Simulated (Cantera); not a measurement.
Input: 1 mol trisilylamine, 6.6 mol N2, at 1648 K and 0.000140 bar.

Method: chemical equilibrium by Gibbs-energy minimisation in Cantera with the NASA 1993 tables (ideal gas, pure condensed phases). Candidate condensed phases: Si, Si3N4; 18 gas species. The feed counts by its element totals alone. The tables' values for SiN are old estimates; treat these amounts as uncertain. Equilibrium is a limit: real reactors are often held back by kinetics, nucleation or transport.

Base state: N2 0.609, H2 0.384, H 0.00466, Si 0.00184, SiH 2.48e-5, Si2N 2.16e-5, SiN 1.23e-5 (mole fractions); condensed: Si(s).

Task: What changes in the equilibrium state with this change: temperature from 1648 K to 1500 K?

Result: 
```
species         before    after
-------------  -------  -------
N2               0.609    0.531
H2               0.384    0.468
H              0.00466  0.00102
Si             0.00184  5.57e-5
Si2N           2.16e-5  6.87e-7
SiN            1.23e-5  6.17e-7
SiH            2.48e-5  1.45e-6
Si(s), mol        2.98        0
Si3N4(s), mol        0    1.000
```
